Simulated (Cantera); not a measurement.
Cantera run, input and output.

```python
import numpy as np
import cantera as ct

gas = ct.Solution("gri30.yaml")
gas.TPX = 1748, 1000000, {'H2': 1, 'O2': 1.11, 'N2': 4.18, 'NO': 0.016}
reactor = ct.IdealGasReactor(gas, energy="on", clone=False)
net = ct.ReactorNet([reactor])
net.rtol, net.atol = 1e-08, 1e-16
show = ['H2', 'O2', 'NO', 'N2', 'N2O', 'NO2']
times = np.geomspace(2e-06, 1, 13)

steps = ct.SolutionArray(gas, extra=["t"])
rows = []
print(f"{'t/s':>10s}{'T/K':>9s}{'P/Pa':>11s}" + "".join(f"{s:>11s}" for s in show))
for t in times:
    while net.time < t:
        t_next = net.step()
        steps.append(gas.state, t=t_next)
    rows.append([np.interp(t, steps.t, y) for y in (steps.T, steps.P, *steps(*show).X.T)])
    print(f"{t:10.3e}{rows[-1][0]:9.1f}{rows[-1][1]:11.4g}" + "".join(f"{x:11.3e}" for x in rows[-1][2:]))
rate = np.gradient(steps.T, steps.t)
print("integrator steps:", len(steps.t))
if steps.T.max() > steps.T[0] + 200:
    print(f"time of steepest temperature rise: {steps.t[rate.argmax()]:.4e} s")
gas.TPX = 1748, 1000000, {'H2': 1, 'O2': 1.11, 'N2': 4.18, 'NO': 0.016}
gas.equilibrate("UV")
print(f"equilibrium (UV): T = {gas.T:.1f} K  " + "  ".join(f"{s} {gas[s].X[0]:.3e}" for s in show))
```

Output:

```
       t/s      T/K       P/Pa         H2         O2         NO         N2        N2O        NO2
 2.000e-06   2798.8    1.5e+06  6.146e-03  9.599e-02  2.888e-03  7.076e-01  3.576e-06  6.205e-06
 5.970e-06   2884.8  1.537e+06  3.819e-03  9.747e-02  3.424e-03  7.113e-01  4.673e-06  5.745e-06
 1.782e-05   2882.4  1.536e+06  3.800e-03  9.681e-02  4.869e-03  7.106e-01  4.670e-06  8.155e-06
 5.318e-05   2875.8  1.532e+06  3.754e-03  9.510e-02  8.645e-03  7.089e-01  4.680e-06  1.441e-05
 1.587e-04   2862.6  1.524e+06  3.664e-03  9.172e-02  1.610e-02  7.055e-01  4.775e-06  2.656e-05
 4.738e-04   2850.4  1.517e+06  3.582e-03  8.860e-02  2.296e-02  7.024e-01  4.941e-06  3.749e-05
 1.414e-03   2848.3  1.516e+06  3.568e-03  8.808e-02  2.411e-02  7.019e-01  4.975e-06  3.930e-05
 4.221e-03   2848.3  1.516e+06  3.568e-03  8.808e-02  2.411e-02  7.019e-01  4.975e-06  3.931e-05
 1.260e-02   2848.3  1.516e+06  3.568e-03  8.808e-02  2.411e-02  7.019e-01  4.975e-06  3.931e-05
 3.761e-02   2848.3  1.516e+06  3.568e-03  8.808e-02  2.411e-02  7.019e-01  4.975e-06  3.931e-05
 1.122e-01   2848.3  1.516e+06  3.568e-03  8.808e-02  2.411e-02  7.019e-01  4.975e-06  3.931e-05
 3.350e-01   2848.3  1.516e+06  3.568e-03  8.808e-02  2.411e-02  7.019e-01  4.975e-06  3.931e-05
 1.000e+00   2848.3  1.516e+06  3.568e-03  8.808e-02  2.411e-02  7.019e-01  4.975e-06  3.931e-05
integrator steps: 1162
time of steepest temperature rise: 7.5996e-07 s
equilibrium (UV): T = 2848.3 K  H2 3.568e-03  O2 8.808e-02  NO 2.411e-02  N2 7.019e-01  N2O 4.975e-06  NO2 3.931e-05
```

Model: GRI-Mech 3.0 (53 species, 325 reactions), integrated in Cantera. The hydrogen kinetics of GRI-Mech 3.0 are dated; newer H2 mechanisms differ, most at raised pressure.
